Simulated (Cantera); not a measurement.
Input (Python, Cantera) and output of one run.

```python
import numpy as np
import cantera as ct

gas_names = [...]  # 95 gases of nasa_gas.yaml made of C, F, H
cond_names = """
    C(gr) C6H6(L) C7H8(L) C8H18(L),n-octa
""".split()


# ... load() reads the species with a 1 bar reference pressure and builds the phases ...
atoms = {
    'CF4': {'C': 1, 'F': 4},
    'F2': {'F': 2},
    'H2': {'H': 2},
}
top_T = {'C(gr)': 4500}  # K; cautious upper limits of use, not melting points


# ... equilibrate(T, P, feed) seeds the gas with the atoms and calls Mixture.equilibrate('TP', solver="vcs", rtol=1e-11, max_steps=5000) ...
results = []
feed = {'CF4': 1, 'F2': 0.011, 'H2': 6.5}  # mol
T = 623.15  # K
for P in [1, 3.6, 13, 46, 170, 600, 2200, 7700, 28000, 100000]:
    mix = equilibrate(T, P, feed)
    results.append((T, P, feed, dict(zip(mix.species_names, mix.species_moles))))

top = {s: max(r[3][s] / sum(r[3][g] for g in gas_names) for r in results) for s in gas_names}
cols = sorted((s for s in top if top[s] > 0.001), key=lambda s: -top[s])[:5]
seen = [c for c in cond_names if any(r[3].get(c, 0) > 1e-12 for r in results)]
print("log10 of partial pressures in bar; condensed amounts in mol")
print(f"{'P/Pa':>10s}" + "".join(f"{s[:9]:>10s}" for s in cols + seen))
for T, P, feed, n in results:
    ng = sum(n[g] for g in gas_names)
    print(f"{P:10.4g}" + "".join(f"{np.log10(max(n[s] / ng * P / 1e5, 1e-99)):10.3f}" for s in cols)
          + "".join(f"{n.get(c, 0):10.4g}" for c in seen))
```

It prints:

```
log10 of partial pressures in bar; condensed amounts in mol
      P/Pa        HF        H2       CH4     C(gr)
         1    -5.325    -5.278    -8.851    0.9988
       3.6    -4.769    -4.722    -7.739    0.9957
        13    -4.211    -4.166    -6.627    0.9846
        46    -3.660    -3.623    -5.540     0.947
       170    -3.086    -3.074    -4.442     0.823
       600    -2.522    -2.578    -3.451    0.5253
      2200    -1.931    -2.128    -2.550   0.03341
      7700    -1.385    -1.593    -1.989         0
   2.8e+04    -0.824    -1.033    -1.429         0
     1e+05    -0.271    -0.480    -0.876         0
```

These are equilibrium values from Cantera (NASA tables, ideal gas, pure condensed phases), not measurements of a reactor.
